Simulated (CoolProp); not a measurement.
Hexamethyldisiloxane (MM) along the isotherm 135.85 °C: Z from the reference equation and from simpler models built on Tc = 245.6 °C, pc = 1931 kPa, ω = 0.418; each cubic takes its own stable root.

Values from CoolProp's reference Helmholtz-energy equation of state, Thol 2016.

```json
[
 {"p (kPa)": "9.16", "phase": "gas", "reference": "0.9961", "van der Waals": "0.9975", "Peng-Robinson": "0.9962"},
 {"p (kPa)": "14.8", "phase": "gas", "reference": "0.9937", "van der Waals": "0.9960", "Peng-Robinson": "0.9938"},
 {"p (kPa)": "23.9", "phase": "gas", "reference": "0.9898", "van der Waals": "0.9935", "Peng-Robinson": "0.9900"},
 {"p (kPa)": "38.6", "phase": "gas", "reference": "0.9834", "van der Waals": "0.9895", "Peng-Robinson": "0.9837"},
 {"p (kPa)": "62.4", "phase": "gas", "reference": "0.9729", "van der Waals": "0.9829", "Peng-Robinson": "0.9735"},
 {"p (kPa)": "101", "phase": "gas", "reference": "0.9554", "van der Waals": "0.9721", "Peng-Robinson": "0.9565"},
 {"p (kPa)": "163", "phase": "gas", "reference": "0.9259", "van der Waals": "0.9542", "Peng-Robinson": "0.9283"},
 {"p (kPa)": "263", "phase": "liquid", "reference": "0.01995", "van der Waals": "0.9239", "Peng-Robinson": "0.01904"},
 {"p (kPa)": "425", "phase": "liquid", "reference": "0.03219", "van der Waals": "0.8702", "Peng-Robinson": "0.03070"},
 {"p (kPa)": "687", "phase": "liquid", "reference": "0.05194", "van der Waals": "0.7636", "Peng-Robinson": "0.04946"},
 {"p (kPa)": "1110", "phase": "liquid", "reference": "0.08366", "van der Waals": "0.1371", "Peng-Robinson": "0.07950"},
 {"p (kPa)": "1790", "phase": "liquid", "reference": "0.1343", "van der Waals": "0.2160", "Peng-Robinson": "0.1272"},
 {"p (kPa)": "2900", "phase": "liquid", "reference": "0.2159", "van der Waals": "0.3399", "Peng-Robinson": "0.2038"}
]
```

At some of these states van der Waals gives the other phase, because its saturation line lies elsewhere.
